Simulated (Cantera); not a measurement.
**Premixed flame**

A freely propagating, adiabatic, planar premixed flame of 30.6 % H₂, 13.9 % O₂, 52.4 % N₂, 3.00 % H₂O, unburnt at 523 K and 750 Torr; mixture-averaged transport, grid criteria slope 0.08 and curve 0.16, no radiation.

Cantera simulation using the H2/O2 subset of GRI-Mech 3.0, which has no nitrogen chemistry; the numbers are that mechanism's predictions, not measurements. Burning velocities carry a grid error of a few per cent, more on coarse grids.

| z (mm) | T (K) | u (m/s) | x H₂ | x O₂ | x H₂O | x O | x H | x HO₂ |
|---|---|---|---|---|---|---|---|---|
| -1.30 | 523 | 5.91 | 0.306 | 0.139 | 0.0300 | <1e-8 | <1e-8 | <1e-8 |
| -0.867 | 523 | 5.91 | 0.306 | 0.139 | 0.0300 | <1e-8 | <1e-8 | <1e-8 |
| -0.650 | 523 | 5.91 | 0.306 | 0.139 | 0.0300 | <1e-8 | <1e-8 | <1e-8 |
| -0.434 | 523 | 5.91 | 0.306 | 0.139 | 0.0300 | <1e-8 | <1e-8 | 7.16e-8 |
| -0.217 | 532 | 5.98 | 0.303 | 0.140 | 0.0305 | 2.48e-6 | 2.71e-5 | 0.000146 |
| -0.108 | 743 | 8.15 | 0.270 | 0.136 | 0.0483 | 0.000215 | 0.00393 | 0.000286 |
| 0 | 1210 | 12.8 | 0.171 | 0.0987 | 0.133 | 0.00434 | 0.0324 | 0.000104 |
| 0.108 | 1533 | 16.0 | 0.0822 | 0.0425 | 0.234 | 0.00968 | 0.0562 | 3.82e-5 |
| 0.217 | 1684 | 17.5 | 0.0613 | 0.0252 | 0.265 | 0.0102 | 0.0548 | 2.03e-5 |
| 0.434 | 1842 | 18.9 | 0.0580 | 0.0191 | 0.278 | 0.00888 | 0.0436 | 1.30e-5 |
| 0.867 | 1999 | 20.3 | 0.0561 | 0.0153 | 0.291 | 0.00673 | 0.0315 | 8.65e-6 |
| 1.73 | 2147 | 21.6 | 0.0523 | 0.0115 | 0.305 | 0.00456 | 0.0212 | 5.45e-6 |
| 3.47 | 2273 | 22.6 | 0.0472 | 0.00800 | 0.319 | 0.00277 | 0.0135 | 3.30e-6 |
x: mole fraction of selected species; z is measured from the peak of heat release.

```yaml
laminar_burning_velocity: 591 cm/s
thermal_thickness: 0.434 mm
peak x(O): 0.0103
peak x(H): 0.0573
peak x(HO₂): 0.000403
grid_points: 133
```
